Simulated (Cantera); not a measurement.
Feed: 1 mol SiH2Cl2, a varied amount of H2, equilibrated at 802 °C and 1330 Pa.

Equilibrium computed with Cantera from the NASA thermochemical tables; the gas is ideal and each condensed phase is pure. Candidate condensed phases: Si; 19 gas species. The tables' values for SiCl3 are old estimates; treat these amounts as uncertain. The numbers say what is thermodynamically allowed, not how fast it happens.

x: gas mole fraction; n: condensed amount in mol.

```csv
n(H2) (mol),x H2,x HCl,x SiCl4,x SiCl2,x SiHCl3,x SiCl3,n Si(s)
59,0.975,0.0219,?,0.000962,0.000786,0.000294,0.786
73,0.978,0.0194,?,0.000752,0.000544,0.000203,0.820
90,0.981,0.0170,?,0.000576,0.000365,0.000136,0.851
110,0.984,0.0148,?,0.000435,0.000240,8.93e-5,0.879
140,0.987,0.0123,?,0.000301,0.000138,5.14e-5,0.908
170,0.989,0.0105,?,0.000219,8.58e-5,3.19e-5,0.927
210,0.991,0.00877,?,0.000152,4.96e-5,1.84e-5,0.944
250,0.992,0.00750,?,0.000111,3.10e-5,1.15e-5,0.955
310,0.994,0.00615,?,7.43e-5,1.71e-5,6.31e-6,0.966
390,0.995,0.00495,?,4.81e-5,8.88e-6,3.29e-6,0.974
470,0.996,0.00414,?,3.36e-5,5.19e-6,1.92e-6,0.979
580,0.997,0.00337,?,2.23e-5,2.81e-6,1.04e-6,0.984
720,0.997,0.00273,?,1.46e-5,1.49e-6,5.51e-7,0.987
```

Q: Complete the blanks.

A: 
- 59, x SiCl4: 0.00142
- 73, x SiCl4: 0.000869
- 90, x SiCl4: 0.000509
- 110, x SiCl4: 0.000291
- 140, x SiCl4: 0.000139
- 170, x SiCl4: 7.35e-5
- 210, x SiCl4: 3.53e-5
- 250, x SiCl4: 1.88e-5
- 310, x SiCl4: 8.49e-6
- 390, x SiCl4: 3.56e-6
- 470, x SiCl4: 1.73e-6
- 580, x SiCl4: 7.66e-7
- 720, x SiCl4: 3.28e-7
